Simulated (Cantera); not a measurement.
An isothermal, constant-pressure homogeneous reactor starts with CO : O2 : H2O : N2 = 0.0081 : 0.0091 : 0.00096 : 1 (molar parts), at 1225 K and 1.01 bar.

Model: GRI-Mech 3.0 (53 species, 325 reactions), integrated in Cantera.

x: mole fraction; the columns are a selection and need not sum to one.

```tsv
t (s)	x CO	x O2	x H2O	x H	x CO2	x N2O	x HO2
3.00e-5	0.00796	0.00894	0.000943	<1e-12	1.58e-10	<1e-12	<1e-12
7.82e-5	0.00796	0.00894	0.000943	1.93e-12	4.15e-10	<1e-12	<1e-12
0.000204	0.00796	0.00894	0.000943	1.58e-11	1.12e-9	<1e-12	4.61e-12
0.000531	0.00796	0.00894	0.000943	1.05e-10	3.39e-9	<1e-12	6.15e-11
0.00138	0.00796	0.00894	0.000943	7.26e-10	1.60e-8	3.17e-12	8.73e-10
0.00361	0.00796	0.00894	0.000943	1.44e-8	3.02e-7	7.16e-11	2.35e-8
0.00940	0.00766	0.00873	0.000922	1.74e-5	0.000298	6.45e-8	1.33e-6
0.0245	___	0.00604	0.000898	3.37e-5	0.00573	6.97e-7	1.23e-6
0.0638	___	0.00517	0.000935	3.13e-6	0.00758	8.92e-7	6.20e-7
0.166	___	0.00501	0.000944	2.19e-7	0.00793	1.01e-6	2.07e-7
0.434	___	0.00498	0.000946	1.38e-8	0.00798	9.71e-7	4.06e-8
1.13	___	0.00498	0.000946	9.57e-10	0.00799	7.35e-7	6.02e-9
2.94	___	0.00498	0.000946	1.26e-10	0.00799	3.30e-7	1.21e-9
7.67	___	0.00498	0.000947	2.39e-11	0.00799	4.56e-8	3.19e-10
20.0	___	0.00498	0.000947	6.12e-12	0.00799	3.92e-9	1.15e-10
```

Q: What belongs in the gaps?

A: 
- 0.0245, x CO: 0.00224
- 0.0638, x CO: 0.000403
- 0.166, x CO: 6.20e-5
- 0.434, x CO: 7.97e-6
- 1.13, x CO: 8.61e-7
- 2.94, x CO: 7.77e-8
- 7.67, x CO: 1.26e-8
- 20.0, x CO: 4.15e-9
